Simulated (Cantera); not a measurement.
## Silicon carbide growth: (CH3)2SiCl2 + C3H8 + H2

Input: 1 mol (CH3)2SiCl2, 0.34 mol C3H8, 2.1 mol H2, at 2002 °C and 4.80 mbar.

Cantera equilibrium calculation (NASA polynomials, part measured and part estimated; ideal gas, pure solids and liquids). Candidate condensed phases: C, C6H6, C7H8, C8H18, Si, SiC; 109 gas species. The feed counts by its element totals alone. The tables' values for SiCl, SiCl3 are old estimates; treat these amounts as uncertain. Gases not in the tables: Si2H6 and higher silanes. Equilibrium is a limit: real reactors are often held back by kinetics, nucleation or transport.

* **x(H2)**: 0.643
* **x(HCl)**: 0.193
* **x(H)**: 0.0982
* **x(Cl)**: 0.0213
* **x(Si)**: 0.0208
* **x(SiCl2)**: 0.0139
* **x(SiCl)**: 0.00320
* **x(SiC2)**: 0.00263
* **x(C2H2 (acetylene))**: 0.00245
* **n(C(graphite))**: 2.28 mol
* **n(SiC(s))**: 0.639 mol
* **gas amount**: 8.167 mol
* **log10 activity of Si(l) (absent)**: -0.87
